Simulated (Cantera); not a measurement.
Input: 1 mol Ti(OiPr)4, 3.6 mol H2O, 6.4 mol H2, at 21.0 Pa.

Equilibrium computed with Cantera from the NASA thermochemical tables; the gas is ideal and each condensed phase is pure. Candidate condensed phases: C, C6H6, C7H8, C8H18, H2O, Ti, TiC, TiO, TiO2, Ti2O3, Ti3O5, Ti4O7; 113 gas species. The feed counts by its element totals alone. TiC: taken at fixed stoichiometry. Rates play no part.

Question: Which condensed phases are stable at each of these points (T (K)): 1025, 1125, 1225, 1325, 1425, 1525, 1625, 1725, 1825, 1925, 2025?

Answer: 
| T (K) | condensed phases | Ti condensed (%) |
|---|---|---|
| 1025 | C(graphite) + Ti3O5(s) | 100.0 |
| 1125 | C(graphite) + TiC(s) | 100.0 |
| 1225 | C(graphite) + TiC(s) | 100.0 |
| 1325 | C(graphite) + TiC(s) | 100.0 |
| 1425 | C(graphite) + TiC(s) | 100.0 |
| 1525 | C(graphite) + TiC(s) | 100.0 |
| 1625 | C(graphite) + TiC(s) | 100.0 |
| 1725 | C(graphite) + TiC(s) | 100.0 |
| 1825 | C(graphite) + TiC(s) | 100.0 |
| 1925 | C(graphite) + TiC(s) | 100.0 |
| 2025 | C(graphite) + TiC(s) | 100.0 |

At 1025 K the condensed part is C(graphite) + Ti3O5(s). From 1125 K to 2025 K the condensed part is C(graphite) + TiC(s).
